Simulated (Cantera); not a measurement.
An adiabatic, constant-pressure homogeneous reactor starts with CO : H₂ : O₂ : N₂ = 1 : 0.084 : 1.26 : 4.74 (molar parts), equivalence ratio 0.43, at 1398 K and 2.37 atm.

Computed with Cantera and GRI-Mech 3.0 (53 species, 325 reactions). The hydrogen kinetics of GRI-Mech 3.0 are dated; newer H2 mechanisms differ, most at raised pressure.

One state of this run: T (K) = 2442; x CO = 0.00781; x H₂ = 0.000101; x O₂ = 0.104; x CO₂ = 0.144; x NO = 0.0139; x HO₂ = 3.03e-6. x: mole fraction; the columns are a selection and need not sum to one.

Task: Which value of t (s) does it belong to?
(A) 7.39e-5
(B) 1.72e-5
(C) 2.00
(D) 4.00e-6

Result: C, 2.00
